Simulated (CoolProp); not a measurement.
Vapour-liquid equilibrium of acetone (1) + methanol (2) at 255 kPa; x and y are mole fractions of (1).

Values from CoolProp's multi-fluid Helmholtz-energy mixture model, Lemmon 2006 and de Reuck 1993; pair parameters Bell 2016.

Question: Give the bubble temperature and the first vapour's composition at x = 0.25, 0.45, 0.95. Is there an azeotrope?

Answer: x = 0.25: 85.6 °C, y = 0.320; x = 0.45: 84.2 °C, y = 0.489; x = 0.95: 85.3 °C, y = 0.937. y crosses x between x = 0.55 and 0.65: the model has an azeotrope there.

The pair parameters rest on a limited set of measurements; away from them the model extrapolates.
